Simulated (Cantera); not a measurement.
AlCl₃ + N₂ + H₂ (aluminium nitride and oxide growth)

Input: 1 mol AlCl₃, 89 mol N₂, a varied amount of H₂, equilibrated at 948 K and 0.0100 bar.

Cantera equilibrium calculation (NASA polynomials, part measured and part estimated; ideal gas, pure solids and liquids). Candidate condensed phases: Al, AlCl₃, AlN, NH₄Cl; 20 gas species. Kinetics and transport are ignored.

| n(H₂) (mol) | x N₂ | x H₂ | x HCl | x AlCl₃ | x NH₃ | x AlCl₂ | x Al₂Cl₆ | x H | n AlN(s) |
|---|---|---|---|---|---|---|---|---|---|
| 17 | 0.828 | 0.148 | 0.0221 | 0.00199 | 4.33e-7 | 5.21e-8 | 8.45e-9 | 2.02e-9 | 0.787 |
| 58 | 0.598 | 0.382 | 0.0192 | 0.000369 | 1.53e-6 | 1.79e-8 | 2.90e-10 | 3.24e-9 | 0.945 |
| 100 | 0.466 | 0.519 | 0.0154 | 0.000137 | 2.13e-6 | 9.63e-9 | 3.99e-11 | 3.78e-9 | 0.974 |
| 140 | 0.385 | 0.602 | 0.0128 | 6.99e-5 | 2.43e-6 | 6.35e-9 | 1.04e-11 | 4.07e-9 | 0.984 |
| 180 | 0.328 | 0.661 | 0.0110 | 4.13e-5 | 2.58e-6 | 4.60e-9 | 3.64e-12 | 4.26e-9 | 0.989 |
| 230 | 0.277 | 0.714 | 0.00930 | 2.43e-5 | 2.66e-6 | 3.32e-9 | 1.26e-12 | 4.43e-9 | 0.992 |
| 270 | 0.246 | 0.746 | 0.00828 | 1.71e-5 | 2.67e-6 | 2.67e-9 | <1e-12 | 4.53e-9 | 0.994 |
x: gas mole fraction; n: condensed amount in mol.

From 17 mol H₂ to 270 mol H₂ the condensed part is AlN(s). The main Al-bearing gas is AlCl₃ throughout. The share of Al in condensed phases is highest at 270 mol H₂ (99.4 %) and lowest at 17 mol H₂ (78.7 %).
